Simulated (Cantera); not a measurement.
A freely propagating, adiabatic, planar premixed flame of CH4 : O2 : N2 : H2 = 1 : 1.67 : 6.27 : 0.17 (molar parts), equivalence ratio 1.2, unburnt at 575 K and 0.310 bar; mixture-averaged transport, grid criteria slope 0.08 and curve 0.16, no radiation.

Model: GRI-Mech 3.0 (53 species, 325 reactions), integrated in Cantera. Burning velocities carry a grid error of a few per cent, more on coarse grids.

### Question
Predict: laminar burning velocity; thermal thickness; peak x(H2O2); peak x(HCN); peak x(CH3).

### Answer
```
Quantity                     Value
------------------------  --------
laminar burning velocity  151 cm/s
thermal thickness         0.911 mm
peak x(H2O2)               4.20e-6
peak x(HCN)                1.47e-5
peak x(CH3)                0.00525
```
